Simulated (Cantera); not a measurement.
# Reactions in the system F-O-S

Cantera with NASA thermochemical tables; ideal gases at 1 bar, condensed phases pure. Values are per mole of reaction as written; species without (g) are pure solids or liquids, kept so even where they would boil at 1 bar.

2 SO3(g) + S → 3 SO2(g)

| T (K) | ΔH° (kJ) | ΔS° (J/K) | ΔG° (kJ) | log10 K | condensed phases |
|---|---|---|---|---|---|
| 300 | -99.0 | 199.0 | -158.7 | 27.63 | S(s) |
| 400 | -102.0 | 191.1 | -178.4 | 23.30 | S(l) |
| 475 | -103.8 | 187.0 | -192.6 | 21.18 | S(l) |
| 550 | -105.8 | 183.1 | -206.5 | 19.61 | S(l) |
| 625 | -107.6 | 180.0 | -220.1 | 18.39 | S(l) |
| 700 | -109.1 | 177.8 | -233.5 | 17.42 | S(l) |
| 775 | -110.4 | 175.9 | -246.8 | 16.63 | S(l) |
| 850 | -111.9 | 174.1 | -259.9 | 15.97 | S(l) |
| 925 | -113.6 | 172.2 | -272.9 | 15.41 | S(l) |
| 1000 | -115.2 | 170.5 | -285.7 | 14.92 | S(l) |

3 O2(g) + 2 SF4(g) → 2 SO3(g) + 8 F(g)

```tsv
T (K)	ΔH° (kJ)	ΔS° (J/K)	ΔG° (kJ)	log10 K
300	1370.0	569.0	1199.3	-208.82
400	1373.5	579.1	1141.9	-149.11
475	1375.5	583.7	1098.3	-120.77
550	1377.2	587.0	1054.3	-100.13
625	1378.6	589.4	1010.2	-84.43
700	1379.8	591.1	966.0	-72.08
775	1380.8	592.6	921.6	-62.11
850	1381.8	593.7	877.1	-53.90
925	1382.6	594.7	832.5	-47.01
1000	1383.4	595.5	787.9	-41.15
```

6 O(g) + S2(g) → 2 SO3(g)

| T (K) | ΔH° (kJ) | ΔS° (J/K) | ΔG° (kJ) | log10 K |
|---|---|---|---|---|
| 300 | -2415.1 | -681.5 | -2210.6 | 384.89 |
| 400 | -2420.5 | -697.3 | -2141.6 | 279.66 |
| 475 | -2423.7 | -704.7 | -2089.0 | 229.72 |
| 550 | -2426.4 | -709.9 | -2035.9 | 193.35 |
| 625 | -2428.6 | -713.6 | -1982.6 | 165.69 |
| 700 | -2430.3 | -716.3 | -1928.9 | 143.94 |
| 775 | -2431.8 | -718.3 | -1875.1 | 126.38 |
| 850 | -2433.0 | -719.8 | -1821.2 | 111.92 |
| 925 | -2434.1 | -721.0 | -1767.2 | 99.79 |
| 1000 | -2434.9 | -721.9 | -1713.1 | 89.48 |
